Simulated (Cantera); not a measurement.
A freely propagating, adiabatic, planar premixed flame of 5.79 % CO, 4.22 % H2, 6.37 % CH4, 14.8 % O2, 59.0 % N2, 9.84 % H2O, equivalence ratio 1.2, unburnt at 450 K and 0.200 bar; mixture-averaged transport, grid criteria slope 0.08 and curve 0.16, no radiation.

Cantera simulation using GRI-Mech 3.0 (53 species, 325 reactions); the numbers are that mechanism's predictions, not measurements. Burning velocities carry a grid error of a few per cent, more on coarse grids.

Predict: laminar burning velocity; thermal thickness; peak x(HCN); peak x(O).


| Property | Result |
|---|---|
| laminar burning velocity | 117 cm/s |
| thermal thickness | 1.58 mm |
| peak x(HCN) | 1.27e-6 |
| peak x(O) | 0.00381 |
